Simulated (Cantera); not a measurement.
An adiabatic, constant-volume homogeneous reactor starts with CO : H2 : CH4 : O2 : N2 = 1 : 0.47 : 0.051 : 2.7 : 10.2 (molar parts), equivalence ratio 0.31, at 1473 K and 0.370 bar. Integrator tolerance rtol = 1e-08.

Model: GRI-Mech 3.0 (53 species, 325 reactions), integrated in Cantera.

**Question.** What does this change do: constant pressure in place of constant volume?

**Answer.** 
```csv
quantity,before,after
time of steepest temperature rise,76.3 µs,76.4 µs
temperature at 0.500 s,2365 K,2235 K
equilibrium temperature,2365 K,2232 K
x(CO) at 0.500 s,0.00463 (gas-phase equilibrium 0.00463),0.00258 (gas-phase equilibrium 0.00255)
x(H2) at 0.500 s,0.000424 (gas-phase equilibrium 0.000424),0.000254 (gas-phase equilibrium 0.000251)
x(CH4) at 0.500 s,<1e-12 (gas-phase equilibrium <1e-12),<1e-12 (gas-phase equilibrium <1e-12)
x(H) at 0.500 s,0.000370 (gas-phase equilibrium 0.000370),0.000181 (gas-phase equilibrium 0.000177)
x(HO2) at 0.500 s,3.65e-6 (gas-phase equilibrium 3.65e-6),2.27e-6 (gas-phase equilibrium 2.24e-6)
x(OH) at 0.500 s,0.00583 (gas-phase equilibrium 0.00583),0.00409 (gas-phase equilibrium 0.00405)
```

**Question.** What does this change do: initial temperature 1473 to 1225 K?

**Answer.** 
```tsv
quantity	before	after
time of steepest temperature rise	76.3 µs	0.203 ms
temperature at 0.500 s	2365 K	2215 K
equilibrium temperature	2365 K	2213 K
x(CO) at 0.500 s	0.00463 (gas-phase equilibrium 0.00463)	0.00175 (gas-phase equilibrium 0.00172)
x(H2) at 0.500 s	0.000424 (gas-phase equilibrium 0.000424)	0.000174 (gas-phase equilibrium 0.000172)
x(CH4) at 0.500 s	<1e-12 (gas-phase equilibrium <1e-12)	<1e-12 (gas-phase equilibrium <1e-12)
x(H) at 0.500 s	0.000370 (gas-phase equilibrium 0.000370)	0.000102 (gas-phase equilibrium 0.000100)
x(HO2) at 0.500 s	3.65e-6 (gas-phase equilibrium 3.65e-6)	2.46e-6 (gas-phase equilibrium 2.43e-6)
x(OH) at 0.500 s	0.00583 (gas-phase equilibrium 0.00583)	0.00333 (gas-phase equilibrium 0.00330)
```
